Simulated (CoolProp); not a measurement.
Oxygen along the isotherm 157.1 K: density (kg/m³) from the reference equation and from simpler models built on Tc = 154.6 K, pc = 5.046 MPa, ω = 0.022; each cubic takes its own stable root.

Values from CoolProp's reference Helmholtz-energy equation of state, Schmidt 1985.

```json
[
 {"p (MPa)": "5.05", "phase": "supercritical", "reference": "243.7", "ideal gas": "123.7", "van der Waals": "231.7", "Redlich-Kwong": "241.7", "Soave-Redlich-Kwong": "241.4", "Peng-Robinson": "255.8"},
 {"p (MPa)": "10.1", "phase": "supercritical", "reference": "749.8", "ideal gas": "247.4", "van der Waals": "572.7", "Redlich-Kwong": "692.4", "Soave-Redlich-Kwong": "692.2", "Peng-Robinson": "767.4"},
 {"p (MPa)": "15.1", "phase": "supercritical", "reference": "815.3", "ideal gas": "369.9", "van der Waals": "627.7", "Redlich-Kwong": "777.8", "Soave-Redlich-Kwong": "777.6", "Peng-Robinson": "864.3"},
 {"p (MPa)": "20.2", "phase": "supercritical", "reference": "857.7", "ideal gas": "494.9", "van der Waals": "662.8", "Redlich-Kwong": "833.4", "Soave-Redlich-Kwong": "833.3", "Peng-Robinson": "926.9"},
 {"p (MPa)": "25.2", "phase": "supercritical", "reference": "889.1", "ideal gas": "617.3", "van der Waals": "688.1", "Redlich-Kwong": "874.1", "Soave-Redlich-Kwong": "873.9", "Peng-Robinson": "972.3"},
 {"p (MPa)": "30.3", "phase": "supercritical", "reference": "915.2", "ideal gas": "742.3", "van der Waals": "708.5", "Redlich-Kwong": "907.3", "Soave-Redlich-Kwong": "907.2", "Peng-Robinson": "1009"},
 {"p (MPa)": "35.3", "phase": "supercritical", "reference": "937.0", "ideal gas": "864.8", "van der Waals": "724.9", "Redlich-Kwong": "934.5", "Soave-Redlich-Kwong": "934.4", "Peng-Robinson": "1039"},
 {"p (MPa)": "40.4", "phase": "supercritical", "reference": "956.4", "ideal gas": "989.7", "van der Waals": "739.3", "Redlich-Kwong": "958.4", "Soave-Redlich-Kwong": "958.3", "Peng-Robinson": "1066"},
 {"p (MPa)": "45.4", "phase": "supercritical", "reference": "973.5", "ideal gas": "1112", "van der Waals": "751.4", "Redlich-Kwong": "978.8", "Soave-Redlich-Kwong": "978.7", "Peng-Robinson": "1088"},
 {"p (MPa)": "50.5", "phase": "supercritical", "reference": "989.2", "ideal gas": "1237", "van der Waals": "762.4", "Redlich-Kwong": "997.3", "Soave-Redlich-Kwong": "997.2", "Peng-Robinson": "1109"}
]
```
